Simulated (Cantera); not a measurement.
Feed: 1 mol SiHCl₃, 0.0041 mol C₃H₈, 59 mol H₂, held at 0.00133 bar.

Method: chemical equilibrium by Gibbs-energy minimisation in Cantera with the NASA 1993 tables (ideal gas, pure condensed phases). Candidate condensed phases: C, C₆H₆, C₇H₈, C₈H₁₈, Si, SiC; 109 gas species. The tables' values for SiCl are old estimates; treat these amounts as uncertain. Rates play no part. All values below are at 2448 K.

Base state: H₂ 0.546, H 0.403, HCl 0.0251, Cl 0.0131, Si 0.0125, SiH 9.70e-5, SiCl 7.88e-5, C₂H₂ (acetylene) 4.45e-5 (mole fractions); condensed: gas only.

### Question
What changes in the equilibrium state with this change: pressure from 0.00133 bar to 0.0590 bar?

### Answer
```json
[
 {"species": "H₂", "before": "0.546", "after": "0.864"},
 {"species": "H", "before": "0.403", "after": "0.0762"},
 {"species": "HCl", "before": "0.0251", "after": "0.0418"},
 {"species": "Cl", "before": "0.0131", "after": "0.00262"},
 {"species": "Si", "before": "0.0125", "after": "0.0127"},
 {"species": "SiCl₂", "before": "9.29e-6", "after": "0.000730"},
 {"species": "SiH₂", "before": "2.42e-6", "after": "0.000171"},
 {"species": "Si₂", "before": "1.62e-6", "after": "7.37e-5"}
]
```
Gases not in the tables: Si₂H₆ and higher silanes.
